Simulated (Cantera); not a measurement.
Input (Python, Cantera) and output of one run.

```python
import numpy as np
import cantera as ct

gas_names = """
    C CH CH2 CH3 CH2OH CH3O CH4 CH3OH CO CO2 COOH C2 C2H CHCO,ketyl C2H2,acetylene C2H2,vinylidene
    CH2CO,ketene C2H3,vinyl CH3CO,acetyl C2H4 C2H4O,ethylen CH3CHO,ethanal CH3COOH (HCOOH)2 C2H5 C2H6
    CH3OCH3 C2H5OH C2O C3 C3H3,propargyl C3H4,allene C3H4,propyne C3H4,cyclo- C3H5,allyl C3H6,propylene
    C3H6,cyclo- C3H6O C3H7,n-propyl C3H7,i-propyl C3H8 C3H8O,1propanol C3H8O,2propanol C3O2 C4 C4H2
    C4H4,1,3-cyclo- C4H6,butadiene C4H6,2-butyne C4H6,cyclo- C4H8,1-butene C4H8,cis2-buten
    C4H8,tr2-butene C4H8,isobutene C4H8,cyclo- (CH3COOH)2 C4H9,n-butyl C4H9,i-butyl C4H9,s-butyl
    C4H9,t-butyl C4H10,isobutane C4H10,n-butane C5 C5H6,1,3cyclo- C5H8,cyclo- C5H10,1-pentene
    C5H10,cyclo- C5H11,pentyl C5H11,t-pentyl C5H12,n-pentane C5H12,i-pentane CH3C(CH3)2CH3 C6H2
    C6H5,phenyl C6H5O,phenoxy C6H6 C6H5OH,phenol C6H10,cyclo- C6H12,1-hexene C6H12,cyclo- C6H13,n-hexyl
    C7H7,benzyl C7H8 C7H8O,cresol C7H14,1-heptene C7H15,n-heptyl C7H16,n-heptane C8H8,styrene
    C8H10,ethylbenz C8H16,1-octene C8H17,n-octyl C8H18,isooctane C8H18,n-octane C9H19,n-nonyl
    C10H8,naphthale C10H21,n-decyl C12H9,o-bipheny C12H10,bipheny H HCO HO2 H2 HCHO,formaldehy HCOOH H2O
    H2O2 Mg MgH MgO MgOH MgO2H2 Mg2 O OH O2 O3
""".split()
cond_names = """
    C(gr) C6H6(L) C7H8(L) C8H18(L),n-octa H2O(s) H2O(L) Mg(cr) Mg(L) MgCO3(s) MgO(s) MgO(L) MgO2H2(s)
""".split()


def load(file, names, dense=False):
    # The tables refer to 1 bar. Condensed volumes are neglected.
    table = {s.name: s for s in ct.Species.list_from_file(file)}
    out = []
    for n in names:
        d = dict(table[n].input_data)
        d["thermo"] = dict(d["thermo"], **{"reference-pressure": 1e5})
        if dense:
            d["equation-of-state"] = {"model": "constant-volume", "density": "1e6 g/cm^3"}
        out.append(ct.Species.from_dict(d))
    return out


gas = ct.Solution(thermo="ideal-gas", species=load("nasa_gas.yaml", gas_names))
cond = {s.name: ct.Solution(thermo="fixed-stoichiometry", species=[s], name=s.name)
        for s in load("nasa_condensed.yaml", cond_names, dense=True)}
atoms = {
    'MgO': {'Mg': 1, 'O': 1},
    'CO': {'C': 1, 'O': 1},
    'H2': {'H': 2},
}
top_T = {'C(gr)': 4500}  # K; cautious upper limits of use, not melting points


def equilibrate(T, P, feed):
    n = {}
    for name, mol in feed.items():
        for a, k in atoms[name].items():
            n[a] = n.get(a, 0.0) + k * mol
    gas.TPX = T, P, n
    mass = sum(n.values()) * gas.mean_molecular_weight
    gas.equilibrate("TP")
    valid = [c for c in cond.values() if c.min_temp <= T <= top_T.get(c.name, c.max_temp)]
    mix = ct.Mixture([(gas, mass / gas.mean_molecular_weight)] + [(c, 0.0) for c in valid])
    mix.T, mix.P = T, P
    mix.equilibrate("TP", solver="gibbs", rtol=1e-10, max_steps=50000)
    return mix


results = []
feed = {'MgO': 1, 'CO': 13, 'H2': 4.1}  # mol
for P in [10, 42, 180, 750, 3200, 13000, 56000, 240000, 1000000]:
    for T in [1025, 1100, 1175, 1250, 1325, 1400, 1475, 1550, 1625, 1700, 1775, 1850, 1925]:
        mix = equilibrate(T, P, feed)
        results.append((T, P, feed, dict(zip(mix.species_names, mix.species_moles))))

for T, P, feed, n in results:
    print(f"{T:7g} {P:10.4g}  " + (" + ".join(c for c in cond_names if n.get(c, 0) > 1e-12) or "gas only"))
```

It prints:

```
   1025         10  C(gr) + MgO(s)
   1100         10  C(gr) + MgO(s)
   1175         10  MgO(s)
   1250         10  MgO(s)
   1325         10  MgO(s)
   1400         10  MgO(s)
   1475         10  MgO(s)
   1550         10  MgO(s)
   1625         10  MgO(s)
   1700         10  MgO(s)
   1775         10  MgO(s)
   1850         10  gas only
   1925         10  gas only
   1025         42  C(gr) + MgO(s)
   1100         42  C(gr) + MgO(s)
   1175         42  C(gr) + MgO(s)
   1250         42  MgO(s)
   1325         42  MgO(s)
   1400         42  MgO(s)
   1475         42  MgO(s)
   1550         42  MgO(s)
   1625         42  MgO(s)
   1700         42  MgO(s)
   1775         42  MgO(s)
   1850         42  MgO(s)
   1925         42  gas only
   1025        180  C(gr) + MgO(s)
   1100        180  C(gr) + MgO(s)
   1175        180  C(gr) + MgO(s)
   1250        180  C(gr) + MgO(s)
   1325        180  MgO(s)
   1400        180  MgO(s)
   1475        180  MgO(s)
   1550        180  MgO(s)
   1625        180  MgO(s)
   1700        180  MgO(s)
   1775        180  MgO(s)
   1850        180  MgO(s)
   1925        180  MgO(s)
   1025        750  C(gr) + MgO(s)
   1100        750  C(gr) + MgO(s)
   1175        750  C(gr) + MgO(s)
   1250        750  C(gr) + MgO(s)
   1325        750  C(gr) + MgO(s)
   1400        750  MgO(s)
   1475        750  MgO(s)
   1550        750  MgO(s)
   1625        750  MgO(s)
   1700        750  MgO(s)
   1775        750  MgO(s)
   1850        750  MgO(s)
   1925        750  MgO(s)
   1025       3200  C(gr) + MgO(s)
   1100       3200  C(gr) + MgO(s)
   1175       3200  C(gr) + MgO(s)
   1250       3200  C(gr) + MgO(s)
   1325       3200  C(gr) + MgO(s)
   1400       3200  C(gr) + MgO(s)
   1475       3200  MgO(s)
   1550       3200  MgO(s)
   1625       3200  MgO(s)
   1700       3200  MgO(s)
   1775       3200  MgO(s)
   1850       3200  MgO(s)
   1925       3200  MgO(s)
   1025    1.3e+04  C(gr) + MgO(s)
   1100    1.3e+04  C(gr) + MgO(s)
   1175    1.3e+04  C(gr) + MgO(s)
   1250    1.3e+04  C(gr) + MgO(s)
   1325    1.3e+04  C(gr) + MgO(s)
   1400    1.3e+04  C(gr) + MgO(s)
   1475    1.3e+04  C(gr) + MgO(s)
   1550    1.3e+04  MgO(s)
   1625    1.3e+04  MgO(s)
   1700    1.3e+04  MgO(s)
   1775    1.3e+04  MgO(s)
   1850    1.3e+04  MgO(s)
   1925    1.3e+04  MgO(s)
   1025    5.6e+04  C(gr) + MgO(s)
   1100    5.6e+04  C(gr) + MgO(s)
   1175    5.6e+04  C(gr) + MgO(s)
   1250    5.6e+04  C(gr) + MgO(s)
   1325    5.6e+04  C(gr) + MgO(s)
   1400    5.6e+04  C(gr) + MgO(s)
   1475    5.6e+04  C(gr) + MgO(s)
   1550    5.6e+04  C(gr) + MgO(s)
   1625    5.6e+04  MgO(s)
   1700    5.6e+04  MgO(s)
   1775    5.6e+04  MgO(s)
   1850    5.6e+04  MgO(s)
   1925    5.6e+04  MgO(s)
   1025    2.4e+05  C(gr) + MgO(s)
   1100    2.4e+05  C(gr) + MgO(s)
   1175    2.4e+05  C(gr) + MgO(s)
   1250    2.4e+05  C(gr) + MgO(s)
   1325    2.4e+05  C(gr) + MgO(s)
   1400    2.4e+05  C(gr) + MgO(s)
   1475    2.4e+05  C(gr) + MgO(s)
   1550    2.4e+05  C(gr) + MgO(s)
   1625    2.4e+05  C(gr) + MgO(s)
   1700    2.4e+05  C(gr) + MgO(s)
   1775    2.4e+05  MgO(s)
   1850    2.4e+05  MgO(s)
   1925    2.4e+05  MgO(s)
   1025      1e+06  C(gr) + MgO(s)
   1100      1e+06  C(gr) + MgO(s)
   1175      1e+06  C(gr) + MgO(s)
   1250      1e+06  C(gr) + MgO(s)
   1325      1e+06  C(gr) + MgO(s)
   1400      1e+06  C(gr) + MgO(s)
   1475      1e+06  C(gr) + MgO(s)
   1550      1e+06  C(gr) + MgO(s)
   1625      1e+06  C(gr) + MgO(s)
   1700      1e+06  C(gr) + MgO(s)
   1775      1e+06  C(gr) + MgO(s)
   1850      1e+06  C(gr) + MgO(s)
   1925      1e+06  MgO(s)
```

Method: chemical equilibrium by Gibbs-energy minimisation in Cantera with the NASA 1993 tables (ideal gas, pure condensed phases).
